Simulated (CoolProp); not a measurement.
A single-stage vapour-compression cycle with the fluid: evaporating at 199.15 K (dew point), condensing at 234.15 K (bubble point), superheat 10 K, subcooling 0 K, compressor efficiency 0.85, no pressure losses. The same conditions are run with several fluids, on thermodynamics alone (safety and materials aside).

The numbers come from the reference Helmholtz-energy equation of state of each fluid (C3F8 (R218): Lemmon 2006; R13: Platzer 1990; hydrogen sulfide: Lemmon 2006; propane: Lemmon 2009; hydrogen chloride: Thol 2018; carbonyl sulfide: Lemmon 2006) in CoolProp. The equations of Platzer and Polt are older, rougher fits.

```json
[
 {"fluid": "C3F8 (R218)", "cooling COP": "?", "pressure ratio": "?", "discharge temperature (K)": "244.8", "refrigerating effect (kJ/kg)": "91.2", "volumetric capacity (kJ/m³)": "128"},
 {"fluid": "R13", "cooling COP": "?", "pressure ratio": "4.21", "discharge temperature (K)": "?", "refrigerating effect (kJ/kg)": "118", "volumetric capacity (kJ/m³)": "1100"},
 {"fluid": "hydrogen sulfide", "cooling COP": "?", "pressure ratio": "5.58", "discharge temperature (K)": "?", "refrigerating effect (kJ/kg)": "?", "volumetric capacity (kJ/m³)": "477"},
 {"fluid": "propane", "cooling COP": "4.21", "pressure ratio": "6.05", "discharge temperature (K)": "276.3", "refrigerating effect (kJ/kg)": "393", "volumetric capacity (kJ/m³)": "193"},
 {"fluid": "hydrogen chloride", "cooling COP": "3.86", "pressure ratio": "4.36", "discharge temperature (K)": "334.7", "refrigerating effect (kJ/kg)": "381", "volumetric capacity (kJ/m³)": "1510"},
 {"fluid": "carbonyl sulfide", "cooling COP": "4.04", "pressure ratio": "?", "discharge temperature (K)": "319.4", "refrigerating effect (kJ/kg)": "289", "volumetric capacity (kJ/m³)": "291"}
]
```

Task: Fill in the missing entries.

Result: 
- C3F8 (R218), cooling COP: 4.08
- C3F8 (R218), pressure ratio: 7.13
- R13, cooling COP: 4.01
- R13, discharge temperature (K): 267.9
- hydrogen sulfide, cooling COP: 3.95
- hydrogen sulfide, discharge temperature (K): 338.4
- hydrogen sulfide, refrigerating effect (kJ/kg): 502
- carbonyl sulfide, pressure ratio: 5.73
